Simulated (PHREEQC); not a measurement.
Dissolve 4.6 mmol/kgw CuCl2, 0.03 mmol/kgw HBF4 and 0.0154 mmol/kgw KCl at 25 °C. Closed to the air; pH follows from the charge balance.

Equilibrium calculation in PHREEQC: ion-association model, phreeqc.dat.

This is a speciation only: nothing precipitates in the calculation.

Q: Order these F species by the share of F that they hold, largest first: HF, CuF+, F-.

A: F- (85 %), HF (11 %), CuF+ (4.4 %)

The pH is 4.01 and the ionic strength 0.0138 mol/kgw. Real BF4- forms and hydrolyses slowly; the run takes it at equilibrium.
